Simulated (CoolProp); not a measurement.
Vapour pressure (kPa) of c-C4F8 (RC318): the reference equation beside estimates from Tc = 115.2 °C, pc = 2778 kPa, ω = 0.355. Clausius-Clapeyron is anchored at -8.15 °C with a constant enthalpy of vaporisation of 23.51 kJ/mol.

Values from CoolProp's reference Helmholtz-energy equation of state, Platzer 1990. This equation is an older, rougher fit; its heat capacities, sound speeds and derivatives of the liquid may be far off and weren't checked against measurements.

```tsv
T (°C)	reference	Clausius-Clapeyron	Soave-Redlich-Kwong	Peng-Robinson
-10.55	83.51	___	83.44	83.78
-8.15	92.52	92.52	92.44	___
-5.75	102.3	101.8	102.2	102.3
-3.25	___	112.3	113.2	113.2
-0.85	___	123.2	124.6	124.5
1.55	137.0	134.9	136.9	136.6
4.05	150.7	148.0	150.7	150.2
6.45	164.9	___	165.0	164.2
8.85	180.2	176.0	180.2	179.3
11.35	197.1	192.3	197.3	196.0
13.75	214.6	208.9	214.8	213.3
16.25	234.0	227.5	234.3	232.4
18.65	253.8	246.5	254.3	252.1
21.05	274.9	266.8	275.6	273.0
23.55	298.3	289.3	299.1	296.1
```

Task: What belongs in the gaps?

Result: 
- -10.55, Clausius-Clapeyron: 83.92
- -8.15, Peng-Robinson: 92.68
- -3.25, reference: 113.3
- -0.85, reference: 124.7
- 6.45, Clausius-Clapeyron: 161.5

Absolute difference from the reference over all 15 rows, mean and median: Clausius-Clapeyron 1.8 and 2.1 %, Soave-Redlich-Kwong 0.1 and 0.1 %, Peng-Robinson 0.4 and 0.4 %.
